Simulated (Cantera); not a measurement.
**Equilibrium for thermal oxidation and active oxidation of silicon: Si + O2 + H2 + H2O**

Charge: 1 mol Si, 0.0038 mol O2, 730 mol H2, 0.16 mol H2O, equilibrated at 1.50 Pa.

Equilibrium computed with Cantera from the NASA thermochemical tables; the gas is ideal and each condensed phase is pure. Candidate condensed phases: H2O, Si, SiO2; 18 gas species. Rates play no part.

```csv
T (K),x H2,x H,x Si,x SiO,x SiH,x SiH2,x Si2,n Si(s),n SiO2(β-quartz)
975,1.000,2.95e-7,2.97e-12,1.19e-5,1.01e-12,4.45e-11,<1e-12,0.912,0.0795
1075,1.000,3.79e-6,5.05e-10,0.000229,7.17e-11,7.12e-10,<1e-12,0.832,0
1175,1.000,3.16e-5,3.57e-8,0.000229,2.44e-9,7.10e-9,2.31e-12,0.832,0
1275,1.000,0.000190,1.29e-6,0.000229,4.75e-8,4.93e-8,2.46e-10,0.831,0
1375,0.999,0.000884,2.74e-5,0.000229,5.96e-7,2.58e-7,1.32e-8,0.812,0
1475,0.996,0.00334,0.000383,0.000229,5.28e-6,1.08e-6,4.09e-7,0.546,0
1575,0.988,0.0107,0.00112,0.000228,1.03e-5,1.09e-6,6.96e-7,0,0
1675,0.969,0.0295,0.00111,0.000226,7.13e-6,4.20e-7,1.67e-7,0,0
1775,0.927,0.0719,0.00109,0.000221,5.00e-6,1.73e-7,4.56e-8,0,0
1875,0.843,0.155,0.00105,0.000211,3.45e-6,7.26e-8,1.36e-8,0,0
1975,0.703,0.296,0.000968,0.000195,2.26e-6,2.90e-8,4.24e-9,0,0
2075,0.509,0.490,0.000858,0.000173,1.36e-6,1.03e-8,1.34e-9,0,0
2175,0.304,0.695,0.000742,0.000150,7.37e-7,3.11e-9,4.36e-10,0,0
```
x: gas mole fraction; n: condensed amount in mol.

At 975 K the condensed part is Si(s) + SiO2(β-quartz). From 1075 K to 1475 K the condensed part is Si(s). From 1575 K to 2175 K nothing is condensed. The main Si-bearing gas is SiO at 975 K and Si at 2175 K.
